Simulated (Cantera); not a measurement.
Input: 1 mol SiH4, 52 mol H2, 0.92 mol C2H4, held at 2348 K and 1.35 Torr.

These are equilibrium values from Cantera (NASA tables, ideal gas, pure condensed phases), not measurements of a reactor. Candidate condensed phases: C, C6H6, C7H8, C8H18, Si, SiC; 87 gas species. Rates play no part.

Base state: H2 0.732, H 0.249, Si 0.0129, C2H2 (acetylene) 0.00400, SiC2 0.00209, SiH 0.000158, Si2C 0.000122, C2H 6.92e-5 (mole fractions); condensed: C(graphite).

Problem. What changes in the equilibrium state with this change: temperature from 2348 K to 1623.15 K?

Solution. 
| species | before | after |
|---|---|---|
| H2 | 0.732 | 0.998 |
| H | 0.249 | 0.00163 |
| C2H2 (acetylene) | 0.00400 | 3.48e-5 |
| Si | 0.0129 | 9.91e-7 |
| SiC2 | 0.00209 | 4.57e-9 |
| C2H | 6.92e-5 | <1e-9 |
| Si2C | 0.000122 | 3.68e-9 |
| C(graphite), mol | 1.02 | 0.836 |
| SiC(s), mol | 0 | 1.000 |

Problem. What changes in the equilibrium state with this change: 0.39 mol HCl added?

Solution. 
```tsv
species	before	after
H2	0.732	0.727
H	0.249	0.248
Si	0.0129	0.0128
HCl	0	0.00477
Cl	0	0.00117
SiCl	0	2.16e-5
Si2C	0.000122	0.000120
SiH	0.000158	0.000156
SiC2	0.00209	0.00208
C2H2 (acetylene)	0.00400	0.00397
C(graphite), mol	1.02	1.02
```
The tables' values for SiCl are old estimates; treat these amounts as uncertain.
